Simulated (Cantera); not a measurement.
Cantera run, input and output.

```python
import numpy as np
import cantera as ct

gas = ct.Solution("SiF4_NH3_mec.yaml", "gas")
gas.TPX = 2023, 2300, {'NH3': 1, 'H2': 0.43}
reactor = ct.IdealGasConstPressureReactor(gas, energy="off", clone=False)
net = ct.ReactorNet([reactor])
net.rtol, net.atol = 1e-08, 1e-18
show = ['NH3', 'H2', 'N2H4', 'H', 'NH2']
times = np.geomspace(0.001, 300, 12)

steps = ct.SolutionArray(gas, extra=["t"])
rows = []
print(f"{'t/s':>10s}{'T/K':>9s}{'P/Pa':>11s}" + "".join(f"{s:>11s}" for s in show))
for t in times:
    while net.time < t:
        t_next = net.step()
        steps.append(gas.state, t=t_next)
    rows.append([np.interp(t, steps.t, y) for y in (steps.T, steps.P, *steps(*show).X.T)])
    print(f"{t:10.3e}{rows[-1][0]:9.1f}{rows[-1][1]:11.4g}" + "".join(f"{x:11.3e}" for x in rows[-1][2:]))
rate = np.gradient(steps.T, steps.t)
print("integrator steps:", len(steps.t))
if steps.T.max() > steps.T[0] + 200:
    print(f"time of steepest temperature rise: {steps.t[rate.argmax()]:.4e} s")
gas.TPX = 2023, 2300, {'NH3': 1, 'H2': 0.43}
gas.equilibrate("TP")
print(f"equilibrium (TP): T = {gas.T:.1f} K  " + "  ".join(f"{s} {gas[s].X[0]:.3e}" for s in show))
```

It prints:

```
       t/s      T/K       P/Pa        NH3         H2       N2H4          H        NH2
 1.000e-03   2023.0       2300  6.988e-01  3.008e-01  1.241e-09  5.552e-05  3.751e-04
 3.147e-03   2023.0       2300  6.972e-01  3.014e-01  9.213e-09  1.514e-04  1.020e-03
 9.905e-03   2023.0       2300  6.895e-01  3.066e-01  1.574e-08  2.038e-04  1.333e-03
 3.117e-02   2023.0       2300  6.648e-01  3.241e-01  1.497e-08  2.178e-04  1.300e-03
 9.810e-02   2023.0       2300  5.944e-01  3.738e-01  1.278e-08  2.592e-04  1.201e-03
 3.087e-01   2023.0       2300  4.297e-01  4.901e-01  8.160e-09  3.748e-04  9.598e-04
 9.717e-01   2023.0       2300  1.844e-01  6.632e-01  2.549e-09  6.592e-04  5.367e-04
 3.058e+00   2023.0       2300  2.405e-02  7.759e-01  1.581e-10  1.473e-03  1.338e-04
 9.624e+00   2023.0       2300  1.859e-05  7.849e-01  4.501e-15  1.040e-02  7.227e-07
 3.029e+01   2023.0       2300  1.277e-06  7.842e-01  2.447e-17  1.116e-02  5.334e-08
 9.532e+01   2023.0       2300  3.398e-07  7.842e-01  1.740e-18  1.116e-02  1.419e-08
 3.000e+02   2023.0       2300  1.551e-07  7.842e-01  3.697e-19  1.116e-02  6.478e-09
integrator steps: 1781
equilibrium (TP): T = 2023.0 K  NH3 1.393e-07  H2 7.842e-01  N2H4 2.999e-19  H 1.116e-02  NH2 5.818e-09
```

Detailed kinetics in Cantera: the gas-phase N/H chemistry of the illustrative SiF4/NH3 mechanism in the Surface Chemkin manual (1991). Walls and surfaces, which speed up NH3 decomposition in real reactors, are not modelled.
